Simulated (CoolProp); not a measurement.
Vapour-liquid equilibrium of n-hexane (1) + ethylbenzene (2) at 0.192 MPa; x and y are mole fractions of (1).

Model: multi-fluid Helmholtz-energy mixture model, Thol 2019 and Zhou 2012; pair parameters Bell 2016, in CoolProp.

```
x     bubble temperature (K)  y at the bubble point  dew temperature at overall composition x (K)  liquid density (mol/L)
----  ----------------------  ---------------------  --------------------------------------------  ----------------------
0.05                   425.4                  0.229                                         432.9                   6.969
0.15                     [?]                  0.512                                         428.9                   7.034
0.25                   400.1                  0.669                                         424.5                   7.061
0.35                   392.1                    [?]                                         419.7                   7.065
0.45                   385.8                  0.830                                         414.4                   7.053
0.55                   380.6                  0.876                                         408.4                   7.030
0.65                   376.2                  0.912                                         401.6                   6.999
0.75                   372.3                    [?]                                         393.5                   6.963
0.85                   368.7                  0.967                                         383.6                   6.923
0.95                   365.3                  0.989                                         371.1                   6.881
```

Problem. Some entries are withheld; supply them.

Solution. 
- 0.15, bubble temperature (K): 410.8
- 0.35, y at the bubble point: 0.765
- 0.75, y at the bubble point: 0.942

No azeotrope shows between x = 0.05 and 0.95.

Pair parameters are fitted to limited data, so mixtures are less certain than the pure fluids.
